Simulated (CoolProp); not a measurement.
Vapour pressure (bar) of the fluoroketone C6F12O (FK-5-1-12): the reference equation beside estimates from Tc = 441.8 K, pc = 18.69 bar, ω = 0.471.

Values from CoolProp's reference Helmholtz-energy equation of state, McLinden 2015.

```csv
T (K),reference,Lee-Kesler,Soave-Redlich-Kwong,Peng-Robinson
280.1,0.1775,0.1775,0.1779,0.1831
291.8,0.3070,0.3068,0.3069,0.3126
303.5,0.5036,0.5035,0.5032,0.5083
315.2,0.7893,0.7896,0.7893,0.7918
326.9,1.189,1.190,1.191,1.189
338.6,1.732,1.733,1.738,1.727
350.4,2.454,2.455,2.470,2.447
362.1,3.378,3.378,3.408,3.370
373.8,4.545,4.542,4.598,4.542
385.5,5.995,5.988,6.078,6.004
397.2,7.772,7.762,7.891,7.801
409,9.946,9.939,10.10,10.01
420.7,12.55,12.55,12.72,12.63
432.4,15.68,15.70,15.82,15.76
```

Absolute difference from the reference over all 14 rows, mean and median: Lee-Kesler 0.1 and 0.1 %, Soave-Redlich-Kwong 0.7 and 0.8 %, Peng-Robinson 0.7 and 0.3 %.
